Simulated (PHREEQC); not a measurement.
Make-up at 57 °C: 6.2 mmol/kgw HF and 0.15 mmol/kgw NH4F. Closed to the air; pH follows from the charge balance.

Model: ion-association model, wateq4f.dat, run in PHREEQC.

Each row changes one thing in this solution. Precipitation was switched off in this run.

```csv
case,pH,ionic strength (mol/kgw),HF (mol/kgw),F- (mol/kgw),HF2- (mol/kgw),NH3 (mol/kgw)
as made,2.90,0.00147,0.00481,0.00144,3.04e-5,4.92e-10
diluted 2-fold with water,3.06,0.000967,0.00219,0.000958,9.21e-6,3.65e-10
diluted 5-fold with water,3.30,0.000543,0.000725,0.000541,…,2.54e-10
temperature from 57 to 65 °C,2.93,0.00138,…,0.00135,2.91e-5,8.28e-10
HF replaced by LiF at the same molality,…,0.00635,3.13e-6,0.00635,…,2.99e-6
```

**Question.** Some entries are withheld; supply them.

**Answer.** 
- diluted 5-fold with water, HF2- (mol/kgw): 1.72e-6
- temperature from 57 to 65 °C, HF (mol/kgw): 0.00492
- HF replaced by LiF at the same molality, pH: 6.71
- HF replaced by LiF at the same molality, HF2- (mol/kgw): 8.72e-8

Constants without temperature data keep their 25 °C values here.
